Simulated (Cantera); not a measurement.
**Premixed flame**

A freely propagating, adiabatic, planar premixed flame of 4.99 % C₂H₆, 19.4 % O₂, 72.8 % N₂, 2.84 % H₂O, unburnt at 575 K and 450000 Pa; mixture-averaged transport, grid criteria slope 0.08 and curve 0.16, no radiation.

Detailed kinetics in Cantera: GRI-Mech 3.0 (53 species, 325 reactions). Burning velocities carry a grid error of a few per cent, more on coarse grids.

| z (mm) | T (K) | u (m/s) | x C₂H₆ | x O₂ | x H₂O | x N₂O | x H₂O₂ | x H |
|---|---|---|---|---|---|---|---|---|
| -0.294 | 576 | 0.764 | 0.0498 | 0.194 | 0.0285 | <1e-8 | 4.53e-7 | <1e-8 |
| -0.196 | 579 | 0.770 | 0.0497 | 0.193 | 0.0292 | <1e-8 | 2.87e-6 | <1e-8 |
| -0.147 | 589 | 0.785 | 0.0495 | 0.192 | 0.0309 | <1e-8 | 1.05e-5 | <1e-8 |
| -0.0978 | 648 | 0.868 | 0.0481 | 0.186 | 0.0387 | <1e-8 | 5.32e-5 | <1e-8 |
| -0.0489 | 986 | 1.35 | 0.0354 | 0.153 | 0.0736 | 4.68e-8 | 0.000238 | 4.63e-6 |
| -0.0245 | 1371 | 1.90 | 0.0158 | 0.114 | 0.108 | 1.23e-7 | 0.000146 | 0.000142 |
| 0 | 1764 | 2.48 | 0.000967 | 0.0692 | 0.141 | 2.67e-7 | 3.94e-6 | 0.00144 |
| 0.0245 | 1947 | 2.73 | 1.90e-6 | 0.0446 | 0.154 | 4.64e-7 | 1.08e-6 | 0.00288 |
| 0.0489 | 2026 | 2.82 | <1e-8 | 0.0356 | 0.157 | 5.97e-7 | 8.36e-7 | 0.00303 |
| 0.0978 | 2118 | 2.93 | <1e-8 | 0.0293 | 0.160 | 6.75e-7 | 6.20e-7 | 0.00232 |
| 0.196 | 2209 | 3.04 | <1e-8 | 0.0249 | 0.164 | 6.99e-7 | 4.33e-7 | 0.00125 |
| 0.391 | 2276 | 3.12 | <1e-8 | 0.0219 | 0.168 | 6.60e-7 | 3.11e-7 | 0.000556 |
| 0.783 | 2312 | 3.16 | <1e-8 | 0.0202 | 0.171 | 5.63e-7 | 2.58e-7 | 0.000285 |
x: mole fraction of selected species; z is measured from the peak of heat release.

```
Property                      Value
------------------------  ---------
laminar burning velocity  76.2 cm/s
thermal thickness         0.0978 mm
peak x(H₂O₂)               0.000252
peak x(H)                   0.00307
grid points                     142
```
